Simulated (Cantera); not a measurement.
Input (Python, Cantera) and output of one run.

```python
import numpy as np
import cantera as ct

gas_names = [...]  # 113 gases of nasa_gas.yaml made of C, H, O, Ti
cond_names = """
    C(gr) C6H6(L) C7H8(L) C8H18(L),n-octa H2O(s) H2O(L) Ti(a) Ti(b) Ti(L) TiC(s) TiC(L) TiO(a) TiO(b)
    TiO(L) TiO2(ru) TiO2(L) Ti2O3(a) Ti2O3(b) Ti2O3(L) Ti3O5(a) Ti3O5(b) Ti3O5(L) Ti4O7(s) Ti4O7(L)
""".split()


# ... load() reads the species with a 1 bar reference pressure and builds the phases ...
atoms = {
    'Ti(OiPr)4': {'Ti': 1, 'C': 12, 'H': 28, 'O': 4},
    'C3H8': {'C': 3, 'H': 8},
}
top_T = {'C(gr)': 4500}  # K; cautious upper limits of use, not melting points


# ... equilibrate(T, P, feed) seeds the gas with the atoms and calls Mixture.equilibrate('TP', solver="vcs", rtol=1e-11, max_steps=5000) ...
results = []
feed = {'Ti(OiPr)4': 1, 'C3H8': 1.4}  # mol
P = 97000  # Pa
for T in [1250, 1350, 1450, 1550, 1650, 1750, 1850, 1950, 2050, 2150]:
    mix = equilibrate(T, P, feed)
    results.append((T, P, feed, dict(zip(mix.species_names, mix.species_moles))))
    x = sorted(zip(gas.X, gas.species_names), reverse=True)
    print(f"T = {T:g} K  P = {P:g} Pa  gas = {mix.phase_moles(0):.4g} mol")
    print("   x: " + "  ".join(f"{s} {v:.3e}" for v, s in x if v > 0.001))
    print("   condensed (mol): " + ("  ".join(f"{mix.phase(i).name} {mix.phase_moles(i):.4g}"
          for i in range(1, mix.n_phases) if mix.phase_moles(i) > 1e-12) or "none"))
```

Result:

```
T = 1250 K  P = 97000 Pa  gas = 21.64 mol
   x: H2 8.877e-01  CO 1.025e-01  CH4 8.404e-03  H2O 1.329e-03
   condensed (mol): C(gr) 13.8  Ti4O7(s) 0.25
T = 1350 K  P = 97000 Pa  gas = 21.82 mol
   x: H2 8.887e-01  CO 1.063e-01  CH4 4.416e-03
   condensed (mol): C(gr) 13.78  Ti3O5(b) 0.3333
T = 1450 K  P = 97000 Pa  gas = 22.45 mol
   x: H2 8.679e-01  CO 1.294e-01  CH4 2.412e-03
   condensed (mol): C(gr) 12.89  TiC(s) 0.3477  Ti3O5(b) 0.2174
T = 1550 K  P = 97000 Pa  gas = 23.56 mol
   x: H2 8.289e-01  CO 1.696e-01  CH4 1.355e-03
   condensed (mol): C(gr) 11.17  TiC(s) 1
T = 1650 K  P = 97000 Pa  gas = 23.58 mol
   x: H2 8.293e-01  CO 1.696e-01
   condensed (mol): C(gr) 11.18  TiC(s) 1
T = 1750 K  P = 97000 Pa  gas = 23.59 mol
   x: H2 8.295e-01  CO 1.695e-01
   condensed (mol): C(gr) 11.18  TiC(s) 1
T = 1850 K  P = 97000 Pa  gas = 23.59 mol
   x: H2 8.293e-01  CO 1.695e-01
   condensed (mol): C(gr) 11.18  TiC(s) 1
T = 1950 K  P = 97000 Pa  gas = 23.6 mol
   x: H2 8.287e-01  CO 1.694e-01  H 1.060e-03
   condensed (mol): C(gr) 11.17  TiC(s) 1
T = 2050 K  P = 97000 Pa  gas = 23.62 mol
   x: H2 8.274e-01  CO 1.693e-01  H 2.095e-03
   condensed (mol): C(gr) 11.15  TiC(s) 1
T = 2150 K  P = 97000 Pa  gas = 23.64 mol
   x: H2 8.251e-01  CO 1.692e-01  H 3.890e-03  C2H2,acetylene 1.598e-03
   condensed (mol): C(gr) 11.12  TiC(s) 1
```

Equilibrium computed with Cantera from the NASA thermochemical tables; the gas is ideal and each condensed phase is pure. The feed counts by its element totals alone. Mutual solubility and eutectic melting of coexisting phases are not modelled. TiC: taken at fixed stoichiometry. Condensed phases not in the tables: Magnéli phases beyond Ti4O7.
